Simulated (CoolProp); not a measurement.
R22 at several states: density (kg/m³) from the reference equation and from simpler models built on Tc = 369.3 K, pc = 49.90 bar, ω = 0.221; each cubic takes its own stable root.

Values from CoolProp's reference Helmholtz-energy equation of state, Kamei 1995.

```json
[
 {"T (K)": "355.8", "p (bar)": "2.41", "phase": "gas", "reference": "7.181", "Soave-Redlich-Kwong": "7.179", "Peng-Robinson": "7.193"},
 {"T (K)": "400", "p (bar)": "28.1", "phase": "gas", "reference": "87.34", "Soave-Redlich-Kwong": "86.97", "Peng-Robinson": "88.89"},
 {"T (K)": "469.4", "p (bar)": "21.2", "phase": "gas", "reference": "50.17", "Soave-Redlich-Kwong": "?", "Peng-Robinson": "50.67"},
 {"T (K)": "410.6", "p (bar)": "182", "phase": "supercritical", "reference": "?", "Soave-Redlich-Kwong": "?", "Peng-Robinson": "?"},
 {"T (K)": "307.2", "p (bar)": "296", "phase": "liquid", "reference": "1281", "Soave-Redlich-Kwong": "?", "Peng-Robinson": "?"}
]
```

Task: What belongs in the gaps?

Result: 
- 469.4, Soave-Redlich-Kwong: 50.04
- 410.6, reference: 872.9
- 410.6, Soave-Redlich-Kwong: 769.4
- 410.6, Peng-Robinson: 844.2
- 307.2, Soave-Redlich-Kwong: 1186
- 307.2, Peng-Robinson: 1330
